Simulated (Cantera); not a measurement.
A closed system holds: 1 mol n-butane, 0.023 mol CO2, 2.5 mol H2, at 2225 °C.

Method: chemical equilibrium by Gibbs-energy minimisation in Cantera with the NASA 1993 tables (ideal gas, pure condensed phases). Candidate condensed phases: C, C6H6, C7H8, C8H18, H2O; 110 gas species. The ideal-gas law is rough above about 30 bar. Rates play no part.

x: gas mole fraction; n: condensed amount in mol.

| P (Pa) | x H2 | x H | x CH4 | x C2H2 (acetylene) | x CO | n C(graphite) |
|---|---|---|---|---|---|---|
| 10 | 0.121 | 0.867 | 2.20e-10 | 0.00130 | (withheld) | 3.69 |
| 100 | 0.457 | 0.533 | 3.14e-8 | 0.00490 | (withheld) | 3.85 |
| 1000 | 0.768 | 0.218 | 8.87e-7 | 0.00823 | (withheld) | 3.83 |
| 10000 | 0.909 | 0.0751 | 1.24e-5 | 0.00975 | 0.00587 | 3.82 |
| 100000 | 0.959 | 0.0244 | 0.000138 | 0.0103 | 0.00602 | 3.82 |
| 1000000 | 0.974 | 0.00778 | 0.00143 | 0.0104 | 0.00608 | 3.80 |
| 10000000 | 0.965 | 0.00245 | 0.0140 | 0.0104 | 0.00617 | 3.70 |

Fill in the missing entries.


- 10, x CO: 0.00341
- 100, x CO: 0.00447
- 1000, x CO: 0.00543
